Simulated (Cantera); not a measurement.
Thermodynamics of hydrogen reduction and annealing atmospheres, feed Nb2O5 + H2

Charge: 1 mol Nb2O5, a varied amount of H2, equilibrated at 1800 K and 0.000540 bar.

Equilibrium computed with Cantera from the NASA thermochemical tables; the gas is ideal and each condensed phase is pure. Candidate condensed phases: H2O, Nb, NbO, NbO2, Nb2O5; 12 gas species. Mutual solubility and eutectic melting of coexisting phases are not modelled. NbO: taken at fixed stoichiometry. Condensed phases not in the tables: the oxides between NbO2 and Nb2O5. The numbers say what is thermodynamically allowed, not how fast it happens.

```tsv
n(H2) (mol)	log p H2	log p H2O	log p H	log p NbO2	log p OH	log p NbO	log p O	log p O2	n NbO2(s)	n NbO(s)
8.8	-3.33	-4.22	-5.11	-6.97	-7.18	-9.85	-9.07	-10.32	2.00	0
12	-3.31	-4.35	-5.10	-6.97	-7.32	-9.70	-9.22	-10.61	2.00	0
17	-3.30	-4.50	-5.10	-6.97	-7.48	-9.54	-9.38	-10.94	2.00	0
24	-3.29	-4.65	-5.09	-6.97	-7.63	-9.38	-9.54	-11.25	2.00	0
34	-3.29	-4.80	-5.09	-6.97	-7.79	-9.22	-9.70	-11.57	1.99	0
47	-3.28	-4.94	-5.09	-6.97	-7.93	-9.08	-9.84	-11.86	1.99	0
66	-3.28	-5.09	-5.09	-6.97	-8.08	-8.93	-9.99	-12.16	1.99	0
93	-3.28	-5.24	-5.09	-6.97	-8.23	-8.78	-10.14	-12.46	1.98	0
130	-3.28	-5.39	-5.08	-6.97	-8.37	-8.63	-10.29	-12.75	1.97	0
180	-3.28	-5.49	-5.08	-6.97	-8.48	-8.52	-10.40	-12.97	1.88	0.0800
250	-3.28	-5.49	-5.08	-6.97	-8.48	-8.52	-10.40	-12.97	1.45	0.500
360	-3.28	-5.49	-5.08	-6.97	-8.48	-8.52	-10.40	-12.97	0.767	1.16
500	-3.28	-5.51	-5.08	-6.99	-8.50	-8.52	-10.41	-13.00	0	1.90
```
log p: log10 of the partial pressure in bar; n: condensed amount in mol.

From 8.8 mol H2 to 130 mol H2 the condensed part is NbO2(s). From 180 mol H2 to 360 mol H2 the condensed part is NbO(s) + NbO2(s). At 500 mol H2 the condensed part is NbO(s). The main Nb-bearing gas is NbO2 throughout.
